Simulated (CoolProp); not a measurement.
Propane at 474.21 K and 0.209 MPa is compressed adiabatically to 0.935 MPa with isentropic efficiency 0.85. Each further row changes one setting.

Computed with CoolProp (reference Helmholtz-energy equation of state, Lemmon 2009).

```tsv
case	work (kJ/kg)	final temperature (K)	final density (kg/m³)
as stated	…	…	…
efficiency 1	…	531.4	9.54
efficiency 0.65	…	…	…
```

### Question
What belongs in the gaps?

### Answer

- as stated, work (kJ/kg): 165
- as stated, final temperature (K): 540.5
- as stated, final density (kg/m³): 9.36
- efficiency 1, work (kJ/kg): 140
- efficiency 0.65, work (kJ/kg): 215
- efficiency 0.65, final temperature (K): 558.9
- efficiency 0.65, final density (kg/m³): 9.03
